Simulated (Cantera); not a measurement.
A closed system holds: 1 mol CH2F2, 0.1 mol HCl, held at 1350 K and 190 Pa.

Method: chemical equilibrium by Gibbs-energy minimisation in Cantera with the NASA 1993 tables (ideal gas, pure condensed phases). Candidate condensed phases: C, C6H6, C7H8, C8H18; 118 gas species. Equilibrium is a limit: real reactors are often held back by kinetics, nucleation or transport.

Base state: HF 0.952, HCl 0.0474, Cl 0.000210, H2 0.000105 (mole fractions); condensed: C(graphite).

Q: What changes in the equilibrium state with this change: temperature from 1350 K to 2325 K?

A: 
```
species             before    after
----------------  --------  -------
HF                   0.952    0.922
Cl                0.000210   0.0316
H                  5.61e-7   0.0212
HCl                 0.0474   0.0146
F                  4.19e-8  0.00355
CF                   <1e-9  6.49e-5
C(graphite), mol      1.00    1.000
```
